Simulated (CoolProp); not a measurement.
Saturation properties of n-undecane (Tc = 365.7 °C, pc = 1.990 MPa, ω = 0.539).

The numbers come from the reference Helmholtz-energy equation of state, Aleksandrov 2011 in CoolProp. It is a short technical equation, of lower accuracy than the large ones.

```
T (°C)  p (MPa)  liquid density (kg/m³)  vapour density (kg/m³)  liquid cp (kJ/(kg K))
------  -------  ----------------------  ----------------------  ---------------------
216.75   0.1650                   579.7                   7.007                  2.973
225.75   0.2004                   570.8                   8.486                  3.013
234.75   0.2414                   561.7                       ?                      ?
243.75   0.2887                   552.3                   12.23                  3.096
252.85   0.3434                   542.4                   14.61                  3.140
261.85   0.4052                   532.2                   17.36                  3.185
270.85        ?                   521.5                   20.56                  3.233
279.95   0.5551                   510.2                   24.34                  3.285
288.95   0.6440                   498.3                   28.74                  3.341
297.95   0.7438                   485.6                   33.94                      ?
307.05   0.8567                   471.8                   40.22                  3.477
316.05        ?                   456.9                   47.75                  3.565
325.05    1.120                   440.4                       ?                  3.679
334.05    1.276                   421.6                   68.89                  3.840
343.15    1.451                   399.2                   84.95                      ?
```

Problem. Fill in the missing entries.

Solution. 
- 234.75, vapour density (kg/m³): 10.22
- 234.75, liquid cp (kJ/(kg K)): 3.054
- 270.85, p (MPa): 0.4751
- 297.95, liquid cp (kJ/(kg K)): 3.404
- 316.05, p (MPa): 0.9814
- 325.05, vapour density (kg/m³): 57.05
- 343.15, liquid cp (kJ/(kg K)): 4.113

It boils at 195.8 °C under 1 atm.
